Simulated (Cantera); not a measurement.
Input (Python, Cantera) and output of one run.

```python
import numpy as np
import cantera as ct

gas_names = [...]  # 115 gases of nasa_gas.yaml made of C, Ca, H, O
cond_names = """
    C(gr) C6H6(L) C7H8(L) C8H18(L),n-octa Ca(a) Ca(b) Ca(L) CaCO3(caL) CaO(s) CaO(L) CaO2H2(s) H2O(s)
    H2O(L)
""".split()


# ... load() reads the species with a 1 bar reference pressure and builds the phases ...
atoms = {
    'Ca(OH)2': {'Ca': 1, 'O': 2, 'H': 2},
    'CO2': {'C': 1, 'O': 2},
}
top_T = {'C(gr)': 4500}  # K; cautious upper limits of use, not melting points


# ... equilibrate(T, P, feed) seeds the gas with the atoms and calls Mixture.equilibrate('TP', solver="vcs", rtol=1e-11, max_steps=5000) ...
results = []
feed = {'Ca(OH)2': 1, 'CO2': 0.61}  # mol
T = 673.15  # K
P = 13332.2  # Pa
mix = equilibrate(T, P, feed)
results.append((T, P, feed, dict(zip(mix.species_names, mix.species_moles))))
x = sorted(zip(gas.X, gas.species_names), reverse=True)
print(f"T = {T:g} K  P = {P:g} Pa  gas = {mix.phase_moles(0):.4g} mol")
print("   x: " + "  ".join(f"{s} {v:.3e}" for v, s in x if v > 0.0001))
print("   condensed (mol): " + ("  ".join(f"{mix.phase(i).name} {mix.phase_moles(i):.4g}"
      for i in range(1, mix.n_phases) if mix.phase_moles(i) > 1e-12) or "none"))
```

Result:

```
T = 673.15 K  P = 13332.2 Pa  gas = 0.61 mol
   x: H2O 1.000e+00
   condensed (mol): CaCO3(caL) 0.61  CaO2H2(s) 0.39
```

Equilibrium computed with Cantera from the NASA thermochemical tables; the gas is ideal and each condensed phase is pure.
